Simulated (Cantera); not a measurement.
A Cantera script and what it prints.

```python
import numpy as np
import cantera as ct

gas_names = """
    Cu CuF CuF2 Cu2 F F2 H HF H2 H2F2 H3F3 H4F4 H5F5 H6F6 H7F7
""".split()
cond_names = """
    Cu(cr) Cu(L) CuF2(s) CuF2(L)
""".split()


# ... load() reads the species with a 1 bar reference pressure and builds the phases ...
atoms = {
    'Cu': {'Cu': 1},
    'F2': {'F': 2},
    'H2': {'H': 2},
}
top_T = {}  # K; cautious upper limits of use, not melting points


# ... equilibrate(T, P, feed) seeds the gas with the atoms and calls Mixture.equilibrate('TP', solver="vcs", rtol=1e-11, max_steps=5000) ...
results = []
feed = {'Cu': 1, 'F2': 0.7, 'H2': 0.35}  # mol
T = 1175  # K
P = 1000  # Pa
mix = equilibrate(T, P, feed)
results.append((T, P, feed, dict(zip(mix.species_names, mix.species_moles))))
print(gas.report(threshold=1e-05))
for i in range(1, mix.n_phases):
    print(f"{mix.phase(i).name:16s} {mix.phase_moles(i):12.5e} mol")
```

It prints:

```
       temperature   1175 K
          pressure   1000 Pa
           density   0.0032171 kg/m^3
  mean mol. weight   31.429 kg/kmol
   phase of matter   gas

                          1 kg             1 kmol
                     ---------------   ---------------
          enthalpy        -7.064e+06       -2.2202e+08  J
   internal energy       -7.3748e+06       -2.3179e+08  J
           entropy            8648.5        2.7182e+05  J/K
    Gibbs function       -1.7226e+07        -5.414e+08  J
 heat capacity c_p            1065.1             33477  J/K
 heat capacity c_v            800.59             25162  J/K

                      mass frac. Y      mole frac. X     chem. pot. / RT
                     ---------------   ---------------   ---------------
               CuF           0.22174           0.08443           -38.272
              CuF2           0.24341           0.07534           -70.601
                HF           0.53485           0.84023           -55.779
     [  +12 minor]         1.604e-06        1.0505e-06

Cu(cr)            6.14830e-01 mol
CuF2(L)           2.52064e-01 mol
```

These are equilibrium values from Cantera (NASA tables, ideal gas, pure condensed phases), not measurements of a reactor. Mutual solubility and eutectic melting of coexisting phases are not modelled.
